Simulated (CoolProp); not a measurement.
Values from CoolProp's reference Helmholtz-energy equation of state, Jacobsen 1992.

Give the vapour pressure (MPa), liquid density (kg/m³), vapour density (kg/m³), enthalpy of vaporisation (kJ/kg) of saturated R11 at 352.9, 368.2, 398.8 K.


```
T (K)  p (MPa)  liquid density (kg/m³)  vapour density (kg/m³)  enthalpy of vaporisation (kJ/kg)
-----  -------  ----------------------  ----------------------  --------------------------------
352.9    0.520                    1340                    27.5                               158
368.2    0.740                    1290                    38.8                               150
398.8     1.38                    1190                    73.6                               131
```
